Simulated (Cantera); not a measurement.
Input (Python, Cantera) and output of one run.

```python
import numpy as np
import cantera as ct

gas_names = """
    H HO2 H2 H2O H2O2 O OH O2 O3 V VO VO2
""".split()
cond_names = """
    H2O(s) H2O(L) V(cr) V(L) VO(s) VO(L) V2O3(s) V2O3(L) V2O4(I) V2O4(II) V2O4(L) V2O5(s) V2O5(L)
""".split()


def load(file, names, dense=False):
    # The tables refer to 1 bar. Condensed volumes are neglected.
    table = {s.name: s for s in ct.Species.list_from_file(file)}
    out = []
    for n in names:
        d = dict(table[n].input_data)
        d["thermo"] = dict(d["thermo"], **{"reference-pressure": 1e5})
        if dense:
            d["equation-of-state"] = {"model": "constant-volume", "density": "1e6 g/cm^3"}
        out.append(ct.Species.from_dict(d))
    return out


gas = ct.Solution(thermo="ideal-gas", species=load("nasa_gas.yaml", gas_names))
cond = {s.name: ct.Solution(thermo="fixed-stoichiometry", species=[s], name=s.name)
        for s in load("nasa_condensed.yaml", cond_names, dense=True)}
atoms = {
    'V': {'V': 1},
    'H2O': {'H': 2, 'O': 1},
}
top_T = {}  # K; cautious upper limits of use, not melting points


def equilibrate(T, P, feed):
    n = {}
    for name, mol in feed.items():
        for a, k in atoms[name].items():
            n[a] = n.get(a, 0.0) + k * mol
    gas.TPX = T, P, n
    mass = sum(n.values()) * gas.mean_molecular_weight
    gas.equilibrate("TP")
    valid = [c for c in cond.values() if c.min_temp <= T <= top_T.get(c.name, c.max_temp)]
    mix = ct.Mixture([(gas, mass / gas.mean_molecular_weight)] + [(c, 0.0) for c in valid])
    mix.T, mix.P = T, P
    mix.equilibrate("TP", solver="vcs", rtol=1e-11, max_steps=5000)
    return mix


results = []
feed = {'V': 1, 'H2O': 5.3}  # mol
T = 1273.15  # K
P = 0.62  # Pa
mix = equilibrate(T, P, feed)
results.append((T, P, feed, dict(zip(mix.species_names, mix.species_moles))))
print(gas.report(threshold=0.0001))
for i in range(1, mix.n_phases):
    print(f"{mix.phase(i).name:16s} {mix.phase_moles(i):12.5e} mol")
```

Result:

```
       temperature   1273.2 K
          pressure   0.62 Pa
           density   7.8988e-07 kg/m^3
  mean mol. weight   13.486 kg/kmol
   phase of matter   gas

                          1 kg             1 kmol
                     ---------------   ---------------
          enthalpy       -1.0234e+07       -1.3802e+08  J
   internal energy       -1.1019e+07        -1.486e+08  J
           entropy             24331        3.2813e+05  J/K
    Gibbs function       -4.1211e+07       -5.5577e+08  J
 heat capacity c_p            3042.4             41030  J/K
 heat capacity c_v            2425.9             32715  J/K

                      mass frac. Y      mole frac. X     chem. pot. / RT
                     ---------------   ---------------   ---------------
                 H        1.1414e-05        0.00015271           -15.696
                H2          0.042294           0.28292           -31.392
               H2O           0.95768           0.71692           -60.841
     [   +9 minor]        1.6479e-05        6.2307e-06

V(cr)             0.00000e+00 mol
VO(s)             0.00000e+00 mol
V2O3(s)           4.99995e-01 mol
V2O4(II)          0.00000e+00 mol
V2O5(L)           0.00000e+00 mol
```

Equilibrium computed with Cantera from the NASA thermochemical tables; the gas is ideal and each condensed phase is pure. Condensed phases not in the tables: the oxides between V2O3 and V2O5 other than VO2.
